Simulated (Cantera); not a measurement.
A perfectly stirred reactor is fed with C2H6 : N2 = 1 : 22 (molar parts), at 1.00 bar; it is held at 1875 K, and followed from long to short residence time.

Computed with Cantera and GRI-Mech 3.0 (53 species, 325 reactions). GRI-Mech 3.0 stops at C3 and has no aromatics, soot or wall deposition, so with more carbon than oxygen in the feed, carbon stays in small species such as C2H2 where larger ones or solid carbon would form.

**Question.** What does this change do: C2H6 1 to 7.8 parts?

**Answer.** 
```
quantity                 before     after
----------------------  -------  --------
x(C2H6) at τ = 28.0 s   2.50e-8   3.18e-7
x(C2H4) at τ = 28.0 s   4.42e-5  0.000814
x(H2) at τ = 28.0 s      0.0794     0.339
x(C2H2) at τ = 28.0 s    0.0393     0.170
x(HCN) at τ = 28.0 s    0.00103  0.000689
x(C2H6) at τ = 0.140 s  4.09e-6   1.42e-5
x(C2H4) at τ = 0.140 s  6.50e-5  0.000851
x(H2) at τ = 0.140 s     0.0754     0.326
x(C2H2) at τ = 0.140 s   0.0384     0.166
x(HCN) at τ = 0.140 s   8.17e-5   1.60e-5
```

**Question.** What does this change do: N2 22 to 29 parts?

**Answer.** 
```json
[
 {"quantity": "x(C2H6) at τ = 28.0 s", "before": "2.50e-8", "after": "1.91e-8"},
 {"quantity": "x(C2H4) at τ = 28.0 s", "before": "4.42e-5", "after": "2.69e-5"},
 {"quantity": "x(H2) at τ = 28.0 s", "before": "0.0794", "after": "0.0620"},
 {"quantity": "x(C2H2) at τ = 28.0 s", "before": "0.0393", "after": "0.0306"},
 {"quantity": "x(HCN) at τ = 28.0 s", "before": "0.00103", "after": "0.00111"},
 {"quantity": "x(C2H6) at τ = 0.140 s", "before": "4.09e-6", "after": "3.31e-6"},
 {"quantity": "x(C2H4) at τ = 0.140 s", "before": "6.50e-5", "after": "4.48e-5"},
 {"quantity": "x(H2) at τ = 0.140 s", "before": "0.0754", "after": "0.0589"},
 {"quantity": "x(C2H2) at τ = 0.140 s", "before": "0.0384", "after": "0.0300"},
 {"quantity": "x(HCN) at τ = 0.140 s", "before": "8.17e-5", "after": "9.84e-5"}
]
```

**Question.** What does this change do: temperature 1875 to 1900 K?

**Answer.** 
```tsv
quantity	before	after
x(C2H6) at τ = 28.0 s	2.50e-8	1.92e-8
x(C2H4) at τ = 28.0 s	4.42e-5	3.76e-5
x(H2) at τ = 28.0 s	0.0794	0.0795
x(C2H2) at τ = 28.0 s	0.0393	0.0391
x(HCN) at τ = 28.0 s	0.00103	0.00153
x(C2H6) at τ = 0.140 s	4.09e-6	3.20e-6
x(C2H4) at τ = 0.140 s	6.50e-5	5.44e-5
x(H2) at τ = 0.140 s	0.0754	0.0761
x(C2H2) at τ = 0.140 s	0.0384	0.0386
x(HCN) at τ = 0.140 s	8.17e-5	0.000126
```
